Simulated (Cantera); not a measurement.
An adiabatic, constant-volume homogeneous reactor starts with H2 : O2 : N2 : H2O = 1 : 0.208 : 0.783 : 0.27 (molar parts), equivalence ratio 2.4, at 1150 K and 10500 Torr. Integrator tolerance rtol = 1e-08.

Cantera simulation using the H2/O2 subset of GRI-Mech 3.0, which has no nitrogen chemistry; the numbers are that mechanism's predictions, not measurements. The hydrogen kinetics of GRI-Mech 3.0 are dated; newer H2 mechanisms differ, most at raised pressure. The pressure lies above the range GRI-Mech 3.0 was tuned for (to about 10 atm).

**Question.** What does this change do: initial temperature 1150 to 1425 K?

**Answer.** 
```
quantity                                                            before                                    after
---------------------------------  ---------------------------------------  ---------------------------------------
time of steepest temperature rise                                 0.337 ms                                  4.64 µs
temperature at 0.900 s                                              2662 K                                   2839 K
equilibrium temperature                                             2662 K                                   2839 K
x(H2) at 0.900 s                       0.282 (gas-phase equilibrium 0.282)      0.279 (gas-phase equilibrium 0.279)
x(O2) at 0.900 s                   7.33e-6 (gas-phase equilibrium 7.33e-6)  3.51e-5 (gas-phase equilibrium 3.51e-5)
x(H2O) at 0.900 s                      0.332 (gas-phase equilibrium 0.332)      0.328 (gas-phase equilibrium 0.328)
x(H) at 0.900 s                    0.00483 (gas-phase equilibrium 0.00483)  0.00989 (gas-phase equilibrium 0.00989)
x(OH) at 0.900 s                   0.00140 (gas-phase equilibrium 0.00140)  0.00338 (gas-phase equilibrium 0.00338)
x(O) at 0.900 s                    1.54e-5 (gas-phase equilibrium 1.54e-5)  7.46e-5 (gas-phase equilibrium 7.46e-5)
```

**Question.** What does this change do: pressure from 10500 Torr to 19500 Torr?

**Answer.** 
```json
[
 {"quantity": "time of steepest temperature rise", "before": "0.337 ms", "after": "0.244 ms"},
 {"quantity": "temperature at 0.900 s", "before": "2662 K", "after": "2672 K"},
 {"quantity": "equilibrium temperature", "before": "2662 K", "after": "2672 K"},
 {"quantity": "x(H2) at 0.900 s", "before": "0.282 (gas-phase equilibrium 0.282)", "after": "0.282 (gas-phase equilibrium 0.282)"},
 {"quantity": "x(O2) at 0.900 s", "before": "7.33e-6 (gas-phase equilibrium 7.33e-6)", "after": "4.28e-6 (gas-phase equilibrium 4.28e-6)"},
 {"quantity": "x(H2O) at 0.900 s", "before": "0.332 (gas-phase equilibrium 0.332)", "after": "0.332 (gas-phase equilibrium 0.332)"},
 {"quantity": "x(H) at 0.900 s", "before": "0.00483 (gas-phase equilibrium 0.00483)", "after": "0.00368 (gas-phase equilibrium 0.00368)"},
 {"quantity": "x(OH) at 0.900 s", "before": "0.00140 (gas-phase equilibrium 0.00140)", "after": "0.00108 (gas-phase equilibrium 0.00108)"},
 {"quantity": "x(O) at 0.900 s", "before": "1.54e-5 (gas-phase equilibrium 1.54e-5)", "after": "8.98e-6 (gas-phase equilibrium 8.98e-6)"}
]
```
